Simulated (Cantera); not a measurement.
# Adiabatic ignition

An adiabatic, constant-pressure homogeneous reactor starts with CH4 : H2 : O2 : N2 = 1 : 0.069 : 3.57 : 13.4 (molar parts), at 1598 K and 2.96 atm.

Computed with Cantera and GRI-Mech 3.0 (53 species, 325 reactions).

```csv
t (s),T (K),x CH4,x H2,x O2,x H,x HCN
2.00e-6,1598,0.0554,0.00383,0.198,4.83e-8,<1e-12
9.71e-6,1598,0.0554,0.00383,0.198,1.03e-7,<1e-12
4.72e-5,1599,0.0550,0.00383,0.198,1.20e-6,<1e-12
0.000229,2602,<1e-12,0.00223,0.0835,0.00118,1.02e-11
0.00111,2605,<1e-12,0.00207,0.0816,0.00104,1.54e-11
0.00540,2592,<1e-12,0.00201,0.0774,0.000968,2.47e-11
0.0262,2588,<1e-12,0.00200,0.0763,0.000949,2.68e-11
0.127,2588,<1e-12,0.00200,0.0763,0.000949,2.68e-11
0.618,2588,<1e-12,0.00200,0.0763,0.000949,2.68e-11
3.00,2588,<1e-12,0.00200,0.0763,0.000949,2.68e-11
```
x: mole fraction; the columns are a selection and need not sum to one.

```json
{
 "time_of_steepest_temperature_rise": "0.136 ms",
 "temperature at 3.00 s": "2588 K",
 "equilibrium_temperature": "2588 K",
 "x(CH4) at 3.00 s": "<1e-12 (gas-phase equilibrium <1e-12)",
 "x(H2) at 3.00 s": "0.00200 (gas-phase equilibrium 0.00200)",
 "x(O2) at 3.00 s": "0.0763 (gas-phase equilibrium 0.0763)"
}
```
